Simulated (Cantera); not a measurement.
A Cantera script and its output.

```python
import numpy as np
import cantera as ct

gas = ct.Solution("h2o2.yaml")
gas.TPX = 900, 2666, {'H2': 0.042, 'O2': 1}
reactor = ct.IdealGasConstPressureReactor(gas, energy="off", clone=False)
net = ct.ReactorNet([reactor])
net.rtol, net.atol = 1e-08, 1e-18
show = ['H2', 'O2', 'OH', 'HO2', 'H2O2']
times = np.geomspace(0.0006, 10, 12)

steps = ct.SolutionArray(gas, extra=["t"])
rows = []
print(f"{'t/s':>10s}{'T/K':>9s}{'P/Pa':>11s}" + "".join(f"{s:>11s}" for s in show))
for t in times:
    while net.time < t:
        t_next = net.step()
        steps.append(gas.state, t=t_next)
    rows.append([np.interp(t, steps.t, y) for y in (steps.T, steps.P, *steps(*show).X.T)])
    print(f"{t:10.3e}{rows[-1][0]:9.1f}{rows[-1][1]:11.4g}" + "".join(f"{x:11.3e}" for x in rows[-1][2:]))
rate = np.gradient(steps.T, steps.t)
print("integrator steps:", len(steps.t))
if steps.T.max() > steps.T[0] + 200:
    print(f"time of steepest temperature rise: {steps.t[rate.argmax()]:.4e} s")
gas.TPX = 900, 2666, {'H2': 0.042, 'O2': 1}
gas.equilibrate("TP")
print(f"equilibrium (TP): T = {gas.T:.1f} K  " + "  ".join(f"{s} {gas[s].X[0]:.3e}" for s in show))
```

Result:

```
       t/s      T/K       P/Pa         H2         O2         OH        HO2       H2O2
 6.000e-04    900.0       2666  4.031e-02  9.597e-01  1.304e-11  2.482e-11  1.508e-15
 1.452e-03    900.0       2666  4.031e-02  9.597e-01  1.685e-10  1.078e-10  1.180e-14
 3.514e-03    900.0       2666  4.031e-02  9.597e-01  5.387e-08  1.875e-08  1.492e-12
 8.503e-03    900.0       2666  1.776e-02  9.506e-01  1.550e-03  1.787e-05  5.840e-07
 2.058e-02    900.0       2666  8.059e-04  9.579e-01  2.516e-04  9.543e-06  3.128e-07
 4.979e-02    900.0       2666  2.000e-04  9.587e-01  7.030e-05  3.353e-06  1.483e-07
 1.205e-01    900.0       2666  6.189e-05  9.588e-01  3.042e-05  1.309e-06  8.262e-08
 2.916e-01    900.0       2666  1.772e-05  9.588e-01  1.506e-05  4.784e-07  4.546e-08
 7.056e-01    900.0       2666  4.109e-06  9.589e-01  7.673e-06  1.469e-07  2.327e-08
 1.708e+00    900.0       2666  7.197e-07  9.589e-01  3.858e-06  3.848e-08  1.099e-08
 4.132e+00    900.0       2666  9.021e-08  9.589e-01  1.958e-06  9.867e-09  4.829e-09
 1.000e+01    900.0       2666  7.464e-09  9.589e-01  1.048e-06  2.851e-09  2.057e-09
integrator steps: 1442
equilibrium (TP): T = 900.0 K  H2 8.283e-13  O2 9.589e-01  OH 3.053e-08  HO2 1.275e-10  H2O2 4.477e-12
```

Computed with Cantera and the H2/O2 subset of GRI-Mech 3.0, which has no nitrogen chemistry. Radical loss at walls, strong at low pressure, is not modelled. Below about 950 K walls govern HO2 and H2O2 in real vessels. The temperature is held fixed by assumption; the heat of reaction is taken as removed at once.
